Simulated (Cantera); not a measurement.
**Low-pressure radical oxidation in H2/O2**

An isothermal, constant-pressure homogeneous reactor starts with 2.65 % H2, 38.9 % O2, 58.4 % N2, equivalence ratio 0.034, at 1400 K and 0.0263 atm.

Cantera simulation using the H2/O2 subset of GRI-Mech 3.0, which has no nitrogen chemistry; the numbers are that mechanism's predictions, not measurements. Radical loss at walls, strong at low pressure, is not modelled.

| t (s) | x H2 | x O2 | x H2O | x H2O2 | x O | x HO2 |
|---|---|---|---|---|---|---|
| 0.000700 | 0.0263 | 0.389 | 0.000141 | 1.81e-9 | 9.50e-5 | 5.13e-7 |
| 0.00163 | 0.00108 | 0.368 | 0.0215 | 6.31e-8 | 0.0170 | 1.66e-6 |
| 0.00382 | 0.000529 | 0.368 | 0.0228 | 4.68e-8 | 0.0177 | 1.51e-6 |
| 0.00891 | 0.000482 | 0.369 | 0.0232 | 4.60e-8 | 0.0159 | 1.47e-6 |
| 0.0208 | 0.000391 | 0.372 | 0.0239 | 4.40e-8 | 0.0126 | 1.38e-6 |
| 0.0485 | 0.000250 | 0.375 | 0.0249 | 3.87e-8 | 0.00779 | 1.16e-6 |
| 0.113 | 0.000109 | 0.378 | 0.0258 | 2.81e-8 | 0.00331 | 7.93e-7 |
| 0.265 | 3.24e-5 | 0.380 | 0.0264 | 1.55e-8 | 0.000968 | 3.86e-7 |
| 0.618 | 7.87e-6 | 0.381 | 0.0266 | 6.74e-9 | 0.000234 | 1.39e-7 |
| 1.44 | 1.94e-6 | 0.381 | 0.0267 | 2.55e-9 | 5.77e-5 | 4.86e-8 |
| 3.37 | 5.50e-7 | 0.381 | 0.0268 | 9.60e-10 | 1.63e-5 | 2.62e-8 |
| 7.86 | 2.02e-7 | 0.381 | 0.0268 | 4.35e-10 | 6.00e-6 | 2.60e-8 |
| 18.3 | 1.27e-7 | 0.381 | 0.0268 | 3.12e-10 | 3.77e-6 | 2.92e-8 |
| 42.8 | 1.21e-7 | 0.381 | 0.0268 | 3.02e-10 | 3.60e-6 | 2.96e-8 |
| 100 | 1.21e-7 | 0.381 | 0.0268 | 3.02e-10 | 3.60e-6 | 2.96e-8 |
x: mole fraction; the columns are a selection and need not sum to one.

Equilibrium at this temperature and pressure: H2 1.21e-7, O2 0.381, H2O 0.0268, H2O2 3.02e-10, O 3.60e-6, HO2 2.96e-8 (gas phase only).
